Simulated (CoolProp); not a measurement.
Vapour-liquid equilibrium of R1234yf (1) + R134a (2) at 201 kPa; x and y are mole fractions of (1).

The numbers come from the multi-fluid Helmholtz-energy mixture model, Lemmon 2022 and Tillner-Roth 1994; pair parameters Bell 2022 in CoolProp.

### Question
Give the bubble temperature and the first vapour's composition at x = 0.15, 0.55, 0.95. Is there an azeotrope?

### Answer
x = 0.15: 261.9 K, y = 0.186; x = 0.55: 260.1 K, y = 0.568; x = 0.95: 260.3 K, y = 0.945. y crosses x between x = 0.65 and 0.75: the model has an azeotrope there.

Pair parameters are fitted to limited data, so mixtures are less certain than the pure fluids.
